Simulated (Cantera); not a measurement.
**Ignition delay**

Mixture: CH₃OH : O₂ : N₂ = 1 : 3.66 : 20.5 (molar parts), at 3750 Torr, adiabatic and at constant pressure. Ignition delay is the time to a rise of 400 K.

Detailed kinetics in Cantera: GRI-Mech 3.0 (53 species, 325 reactions). GRI-Mech 3.0 was tuned for natural gas; its chemistry of methanol as a main component is partial and can be far from experiment.

```
T0 (K)  delay (ms)
------  ----------
1025           106
1100          21.0
1175          5.19
1250          1.56
1325         0.560
1400         0.236
1475         0.114
1550        0.0623
1625        0.0377
```

| Item | Value |
|---|---|
| apparent activation energy between 1475 and 1625 K | 150 kJ/mol |
